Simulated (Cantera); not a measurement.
Charge: 1 mol Al2O3, 1.3 mol N2, at 0.200 bar.

Equilibrium computed with Cantera from the NASA thermochemical tables; the gas is ideal and each condensed phase is pure. Candidate condensed phases: Al, AlN, Al2O3; 16 gas species. Equilibrium is a limit: real reactors are often held back by kinetics, nucleation or transport.

x: gas mole fraction; n: condensed amount in mol.

| T (K) | x N2 | x NO | x Al | x O | x AlO | x Al2O | x O2 | n Al2O3(s) | n Al2O3(l) |
|---|---|---|---|---|---|---|---|---|---|
| 1598 | 1.00 | 7.32e-11 | 4.87e-11 | <1e-12 | <1e-12 | <1e-12 | <1e-12 | 1.00 | 0 |
| 1698 | 1.00 | 7.23e-10 | 4.70e-10 | 1.00e-11 | 5.60e-12 | 4.52e-12 | <1e-12 | 1.00 | 0 |
| 1798 | 1.00 | 5.43e-9 | 3.61e-9 | 1.43e-10 | 7.97e-11 | 5.88e-11 | <1e-12 | 1.00 | 0 |
| 1898 | 1.00 | 3.31e-8 | 2.20e-8 | 1.55e-9 | 8.51e-10 | 5.72e-10 | 5.57e-12 | 1.00 | 0 |
| 1998 | 1.00 | 1.68e-7 | 1.12e-7 | 1.32e-8 | 7.15e-9 | 4.41e-9 | 8.00e-11 | 1.00 | 0 |
| 2098 | 1.000 | 7.24e-7 | 4.91e-7 | 9.11e-8 | 4.90e-8 | 2.79e-8 | 8.84e-10 | 1.00 | 0 |
| 2198 | 1.000 | … | … | … | … | … | … | 1.000 | 0 |
| 2298 | 1.000 | 9.06e-6 | 6.44e-6 | 2.59e-6 | 1.39e-6 | 6.96e-7 | 5.56e-8 | 1.000 | 0 |
| 2398 | 1.000 | … | … | … | … | … | … | 0 | 1.000 |
| 2498 | 1.000 | 6.70e-5 | 5.39e-5 | 3.82e-5 | 1.97e-5 | 8.52e-6 | 1.41e-6 | 0 | 1.000 |

Question: Some entries are withheld; supply them.

Answer: 
- 2198, x NO: 2.72e-6
- 2198, x Al: 1.88e-6
- 2198, x O: 5.26e-7
- 2198, x AlO: 2.81e-7
- 2198, x Al2O: 1.50e-7
- 2198, x O2: 7.75e-9
- 2398, x NO: 2.60e-5
- 2398, x Al: 1.95e-5
- 2398, x O: 1.07e-5
- 2398, x AlO: 5.61e-6
- 2398, x Al2O: 2.61e-6
- 2398, x O2: 3.09e-7
